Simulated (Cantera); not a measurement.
A closed system holds: 1 mol B₂O₃, 2.3 mol NH₃, held at 0.0330 bar.

Cantera equilibrium calculation (NASA polynomials, part measured and part estimated; ideal gas, pure solids and liquids). Candidate condensed phases: B, BN, B₂O₃, B₃O₃H₃, H₂O; 39 gas species. Mutual solubility and eutectic melting of coexisting phases are not modelled. The numbers say what is thermodynamically allowed, not how fast it happens.

At 1275 K, list the 5 most abundant gas species with their mole fractions, and the condensed phases.

H₂ 0.749, N₂ 0.250, H₂O 0.00130, HBO₂ 0.000450, HBO 2.72e-5. Condensed: BN(s) + B₂O₃(l).
